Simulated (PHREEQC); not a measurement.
A column of 0.2 m (40 cells, dispersivity 0.007 m, 60 s a shift, diffusion coefficient 3e-10 m²/s) holds 0.0022 eq of the database's cation exchanger X per kg of pore water, first in equilibrium with 0.0029 mol/kgw CaCl2 and 1e-05 mol/kgw HCl. It is flushed with 0.68 mmol/kgw KCl, 0.52 mmol/kgw LiCl and 0.01 mmol/kgw HCl, at 25 °C. Values are for the last cell. CO2 from the air is kept out. No solid was allowed to form.

The numbers come from PHREEQC with the ion-association model, phreeqc.dat.

| pore volumes | K in solution (mol/kgw) | Li in solution (mol/kgw) | Ca in solution (mol/kgw) | Cl in solution (mol/kgw) | CaX2 on the exchanger (mol/kgw) | KX on the exchanger (mol/kgw) |
|---|---|---|---|---|---|---|
| 0 | 0 | 0 | 0.00290 | 0.00581 | 0.00110 | 0 |
| 0.2125 | 0 | 0 | 0.00290 | 0.00581 | 0.00110 | 0 |
| 0.6125 | 1.20e-5 | 1.79e-5 | 0.00279 | 0.00563 | 0.00110 | 9.95e-7 |
| 0.8125 | 9.01e-5 | 0.000119 | 0.00221 | 0.00464 | 0.00109 | 8.40e-6 |
| 1.012 | 0.000212 | 0.000268 | 0.00135 | 0.00318 | 0.00108 | 2.52e-5 |
| 1.413 | 0.000358 | 0.000440 | 0.000371 | 0.00155 | 0.00105 | 7.97e-5 |
| 1.613 | 0.000398 | 0.000469 | 0.000224 | 0.00132 | 0.00103 | 0.000113 |
| 1.812 | 0.000436 | 0.000485 | 0.000157 | 0.00125 | 0.00101 | 0.000147 |
| 2.013 | 0.000471 | 0.000494 | 0.000123 | 0.00122 | 0.000996 | 0.000178 |
| 2.413 | 0.000524 | 0.000502 | 8.74e-5 | 0.00121 | 0.000966 | 0.000231 |
| 2.612 | 0.000542 | 0.000504 | 7.68e-5 | 0.00121 | 0.000954 | 0.000253 |
| 2.812 | 0.000557 | 0.000506 | 6.86e-5 | 0.00121 | 0.000943 | 0.000273 |
| 3.212 | 0.000578 | 0.000508 | 5.68e-5 | 0.00121 | 0.000923 | 0.000309 |
| 3.413 | 0.000586 | 0.000509 | 5.24e-5 | 0.00121 | 0.000915 | 0.000324 |
| 3.612 | 0.000593 | 0.000510 | 4.87e-5 | 0.00121 | 0.000907 | 0.000339 |
| 4.013 | 0.000604 | 0.000511 | 4.28e-5 | 0.00121 | 0.000892 | 0.000365 |
| 4.213 | 0.000608 | 0.000511 | 4.04e-5 | 0.00121 | 0.000885 | 0.000377 |
| 4.412 | 0.000612 | 0.000512 | 3.82e-5 | 0.00121 | 0.000879 | 0.000388 |
| 4.612 | 0.000615 | 0.000512 | 3.64e-5 | 0.00121 | 0.000873 | 0.000399 |
| 5.013 | 0.000621 | 0.000513 | 3.32e-5 | 0.00121 | 0.000862 | 0.000419 |
| 5.213 | 0.000623 | 0.000513 | 3.18e-5 | 0.00121 | 0.000857 | 0.000428 |
| 5.412 | 0.000626 | 0.000513 | 3.05e-5 | 0.00121 | 0.000852 | 0.000437 |
| 5.812 | 0.000629 | 0.000514 | 2.83e-5 | 0.00121 | 0.000842 | 0.000454 |
| 6.013 | 0.000631 | 0.000514 | 2.73e-5 | 0.00121 | 0.000838 | 0.000462 |

Species that the database lacks are ignored.
